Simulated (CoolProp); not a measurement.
CF4 (R14) at 465.76 K and 0.229 MPa is throttled through a valve to 0.0129 MPa with no heat exchange. Each further row changes one setting.

Model: reference Helmholtz-energy equation of state, Platzer 1990, in CoolProp. This equation is an older, rougher fit.

| case | final density (kg/m³) |
|---|---|
| as stated | 0.293 |
| outlet pressure 0.00387 MPa | 0.0880 |
| outlet pressure 0.0168 MPa | 0.382 |
